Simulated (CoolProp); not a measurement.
Vapour-liquid equilibrium of cyclohexane (1) + n-octane (2) at 770 kPa; x and y are mole fractions of (1).

The numbers come from the multi-fluid Helmholtz-energy mixture model, Zhou 2014 and Beckmüller 2019; pair parameters Bell 2016 in CoolProp.

Q: Give the bubble temperature and the first vapour's composition at x = 0.125, 0.725, 0.875. Is there an azeotrope?

A: x = 0.125: 483.9 K, y = 0.210; x = 0.725: 451.7 K, y = 0.852; x = 0.875: 445.3 K, y = 0.940. No azeotrope shows between x = 0.05 and 0.95.

The pair parameters rest on a limited set of measurements; away from them the model extrapolates.
